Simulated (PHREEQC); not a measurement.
Dissolve 0.099 mol/kgw NH4HF2 and 0.00048 mol/kgw (NH4)2SiF6 at 25 °C. Closed to the air; pH follows from the charge balance.

Model: ion-association model, wateq4f.dat, run in PHREEQC.

This is a speciation only: nothing precipitates in the calculation.

**Question.** Predict the pH, ionic strength.

**Answer.** pH 3.18; ionic strength 0.101 mol/kgw.

**Question.** In which forms is F present?

**Answer.** F- 40 %, HF 30 %, HF2- 19 %, H2F2 9.6 %, SiF6-2 1.4 % of the F.

wateq4f.dat counts part of the HF as a dimer, H2F2, which phreeqc.dat doesn't know; its constant is uncertain. SiF6-2 is the database's only silicon fluoride.
